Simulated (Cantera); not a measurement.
# Thermodynamics of silicon etching in halogen gases, feed Si + SF₆ + F₂

Charge: 1 mol Si, 2.2 mol SF₆, 8.3 mol F₂, equilibrated at 64.0 Pa.

Equilibrium computed with Cantera from the NASA thermochemical tables; the gas is ideal and each condensed phase is pure. Candidate condensed phases: S, Si; 21 gas species. The tables' values for SF₃, SF₅ are old estimates; treat these amounts as uncertain. Rates play no part.

```json
[
 {"T (°C)": "450", "log p F": "-4.35", "log p F₂": "-3.41", "log p SF₆": "-3.84", "log p SiF₄": "-4.19", "log p SF₄": "<-15"},
 {"T (°C)": "550", "log p F": "-3.72", "log p F₂": "-3.58", "log p SF₆": "-3.90", "log p SiF₄": "-4.24", "log p SF₄": "<-15"},
 {"T (°C)": "650", "log p F": "-3.39", "log p F₂": "-4.05", "log p SF₆": "-3.99", "log p SiF₄": "-4.34", "log p SF₄": "-14.75"},
 {"T (°C)": "750", "log p F": "-3.31", "log p F₂": "-4.79", "log p SF₆": "-4.04", "log p SiF₄": "-4.38", "log p SF₄": "-11.53"},
 {"T (°C)": "850", "log p F": "-3.30", "log p F₂": "-5.52", "log p SF₆": "-4.05", "log p SiF₄": "-4.39", "log p SF₄": "-8.75"},
 {"T (°C)": "950", "log p F": "-3.29", "log p F₂": "-6.14", "log p SF₆": "-4.05", "log p SiF₄": "-4.39", "log p SF₄": "-6.40"},
 {"T (°C)": "1050", "log p F": "-3.28", "log p F₂": "-6.66", "log p SF₆": "-4.24", "log p SiF₄": "-4.43", "log p SF₄": "-4.61"}
]
```
log p: log10 of the partial pressure in bar; nothing condenses.

From 450 °C to 1050 °C nothing is condensed. The main Si-bearing gas is SiF₄ throughout.
